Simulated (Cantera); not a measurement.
Input: 1 mol MgCO3, 0.13 mol SO3, 0.071 mol O2, equilibrated at 1.00 bar.

Equilibrium computed with Cantera from the NASA thermochemical tables; the gas is ideal and each condensed phase is pure. Candidate condensed phases: C, Mg, MgCO3, MgO, MgS, MgSO4, S; 26 gas species. Mutual solubility and eutectic melting of coexisting phases are not modelled. Kinetics and transport are ignored.

Task: Which condensed phases are stable at each of these points (T (K)): 650, 750, 850, 950, 1050, 1150, 1250?

Result: 
```tsv
T (K)	condensed phases	Mg condensed (%)
650	MgCO3(s) + MgSO4(s)	100.0
750	MgO(s) + MgSO4(s)	100.0
850	MgO(s) + MgSO4(s)	100.0
950	MgO(s) + MgSO4(s)	100.0
1050	MgO(s) + MgSO4(s)	100.0
1150	MgO(s) + MgSO4(s)	100.0
1250	MgO(s) + MgSO4(s)	100.0
```

At 650 K the condensed part is MgCO3(s) + MgSO4(s). From 750 K to 1250 K the condensed part is MgO(s) + MgSO4(s).
